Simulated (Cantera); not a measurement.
An adiabatic, constant-pressure homogeneous reactor starts with CH₄ : H₂ : O₂ : N₂ : H₂O = 1 : 0.066 : 2.16 : 18 : 1.8 (molar parts), equivalence ratio 0.94, at 1325 K and 3750 Torr.

Detailed kinetics in Cantera: GRI-Mech 3.0 (53 species, 325 reactions).

x: mole fraction; the columns are a selection and need not sum to one.

| t (s) | T (K) | x CH₄ | x H₂ | x O₂ | x OH | x CH₂O |
|---|---|---|---|---|---|---|
| 9.00e-6 | 1325 | 0.0434 | 0.00287 | 0.0938 | 6.08e-10 | 2.69e-9 |
| 2.24e-5 | 1325 | 0.0434 | 0.00287 | 0.0938 | … | 1.86e-8 |
| 5.55e-5 | 1325 | 0.0434 | 0.00287 | 0.0938 | … | 1.49e-7 |
| 0.000138 | 1325 | 0.0434 | 0.00287 | 0.0938 | … | 1.60e-6 |
| 0.000343 | 1325 | 0.0434 | 0.00286 | 0.0938 | … | 2.19e-5 |
| 0.000851 | 1327 | 0.0431 | 0.00284 | 0.0936 | … | 0.000139 |
| 0.00211 | 1340 | 0.0408 | 0.00309 | 0.0920 | … | 0.000677 |
| 0.00525 | 2214 | <1e-12 | 0.00117 | 0.00634 | 0.00190 | 3.67e-12 |
| 0.0130 | 2214 | <1e-12 | 0.00117 | 0.00627 | 0.00189 | 3.70e-12 |
| 0.0324 | 2213 | <1e-12 | 0.00118 | 0.00611 | 0.00187 | 3.75e-12 |
| 0.0805 | 2211 | <1e-12 | 0.00120 | 0.00582 | 0.00184 | 3.86e-12 |
| 0.200 | 2210 | <1e-12 | 0.00122 | 0.00552 | 0.00180 | 3.98e-12 |

**Question.** What belongs in the gaps?

**Answer.** 
- 2.24e-5, x OH: 1.46e-9
- 5.55e-5, x OH: 4.39e-9
- 0.000138, x OH: 1.80e-8
- 0.000343, x OH: 7.92e-8
- 0.000851, x OH: 1.45e-7
- 0.00211, x OH: 5.76e-7
